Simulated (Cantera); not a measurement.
Input (Python, Cantera) and output of one run.

```python
import numpy as np
import cantera as ct

gas_names = """
    CL CLO CL2 H HCL HOCL HO2 H2 H2O H2O2 O OH O2 O3 Si SiCL SiCL2 SiCL3 SiCL4 SiH SiHCL3 SiH2 SiH2CL2
    SiH3 SiH3CL SiH4 SiO SiO2 Si2 Si3
""".split()
cond_names = """
    H2O(s) H2O(L) Si(cr) Si(L) SiO2(Lqz) SiO2(hqz) SiO2(L)
""".split()


# ... load() reads the species with a 1 bar reference pressure and builds the phases ...
atoms = {
    'SiH2Cl2': {'Si': 1, 'H': 2, 'CL': 2},
    'O2': {'O': 2},
}
top_T = {}  # K; cautious upper limits of use, not melting points


# ... equilibrate(T, P, feed) seeds the gas with the atoms and calls Mixture.equilibrate('TP', solver="vcs", rtol=1e-11, max_steps=5000) ...
results = []
feed = {'SiH2Cl2': 1, 'O2': 8.4}  # mol
T = 1798.15  # K
P = 79000  # Pa
mix = equilibrate(T, P, feed)
results.append((T, P, feed, dict(zip(mix.species_names, mix.species_moles))))
print(gas.report(threshold=0.001))
for i in range(1, mix.n_phases):
    print(f"{mix.phase(i).name:16s} {mix.phase_moles(i):12.5e} mol")
```

It prints:

```
       temperature   1798.2 K
          pressure   79000 Pa
           density   0.17342 kg/m^3
  mean mol. weight   32.82 kg/kmol
   phase of matter   gas

                          1 kg             1 kmol
                     ---------------   ---------------
          enthalpy        1.0345e+06        3.3951e+07  J
   internal energy        5.7895e+05        1.9001e+07  J
           entropy            8152.3        2.6755e+05  J/K
    Gibbs function       -1.3625e+07       -4.4715e+08  J
 heat capacity c_p            1120.6             36778  J/K
 heat capacity c_v            867.26             28463  J/K

                      mass frac. Y      mole frac. X     chem. pot. / RT
                     ---------------   ---------------   ---------------
                CL          0.037767          0.034965           -17.938
               CL2          0.021269         0.0098453           -35.877
               HCL           0.17413           0.15675           -34.229
               H2O          0.014989          0.027306           -47.025
                O2           0.75067           0.76995           -28.888
     [  +25 minor]         0.0011693         0.0011793

Si(L)             0.00000e+00 mol
SiO2(L)           1.00000e+00 mol
```

These are equilibrium values from Cantera (NASA tables, ideal gas, pure condensed phases), not measurements of a reactor. The tables hold silica as quartz up to 1696 K and as liquid above; real silica turns to tridymite and cristobalite and melts near 1996 K. Gases not in the tables: Si(OH)4.
